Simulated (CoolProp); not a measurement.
Cyclohexane along the isotherm 608.8 K: density (kg/m³) from the reference equation and from simpler models built on Tc = 553.6 K, pc = 40.81 bar, ω = 0.209; each cubic takes its own stable root.

The numbers come from the reference Helmholtz-energy equation of state, Zhou 2014 in CoolProp.

```json
[
 {"p (bar)": "25.5", "phase": "gas", "reference": "51.32", "ideal gas": "42.40", "Redlich-Kwong": "51.58", "Peng-Robinson": "52.23"},
 {"p (bar)": "51", "phase": "supercritical", "reference": "141.5", "ideal gas": "84.79", "Redlich-Kwong": "144.5", "Peng-Robinson": "143.6"},
 {"p (bar)": "76.5", "phase": "supercritical", "reference": "311.5", "ideal gas": "127.2", "Redlich-Kwong": "296.3", "Peng-Robinson": "292.5"},
 {"p (bar)": "102", "phase": "supercritical", "reference": "396.9", "ideal gas": "169.6", "Redlich-Kwong": "366.1", "Peng-Robinson": "379.9"},
 {"p (bar)": "128", "phase": "supercritical", "reference": "438.0", "ideal gas": "212.8", "Redlich-Kwong": "406.9", "Peng-Robinson": "431.0"},
 {"p (bar)": "153", "phase": "supercritical", "reference": "463.7", "ideal gas": "254.4", "Redlich-Kwong": "435.0", "Peng-Robinson": "465.5"},
 {"p (bar)": "179", "phase": "supercritical", "reference": "483.7", "ideal gas": "297.6", "Redlich-Kwong": "457.8", "Peng-Robinson": "493.3"},
 {"p (bar)": "204", "phase": "supercritical", "reference": "499.1", "ideal gas": "339.2", "Redlich-Kwong": "475.9", "Peng-Robinson": "515.1"}
]
```
